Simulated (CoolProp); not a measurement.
Properties of vinyl chloride along the isobar 1.01 bar.

Model: reference Helmholtz-energy equation of state, Thol 2022, in CoolProp.

```csv
T (K),phase,Z,cp (kJ/(kg K)),speed of sound (m/s)
334.2,gas,0.9874,[?],225.8
341.3,gas,0.9882,0.9503,228.0
348.4,gas,0.9889,0.9623,[?]
355.5,gas,0.9896,0.9743,232.4
362.6,gas,0.9903,0.9862,[?]
369.8,gas,0.9909,0.9982,236.8
376.9,gas,0.9914,1.010,238.9
384,gas,0.9919,1.022,241.0
391.1,gas,0.9923,1.033,[?]
398.2,gas,0.9928,[?],245.2
405.3,gas,0.9932,1.056,247.2
412.4,gas,0.9935,1.067,249.3
```

**Question.** Some entries are withheld; supply them.

**Answer.** 
- 334.2, cp (kJ/(kg K)): 0.9382
- 348.4, speed of sound (m/s): 230.2
- 362.6, speed of sound (m/s): 234.6
- 391.1, speed of sound (m/s): 243.1
- 398.2, cp (kJ/(kg K)): 1.045
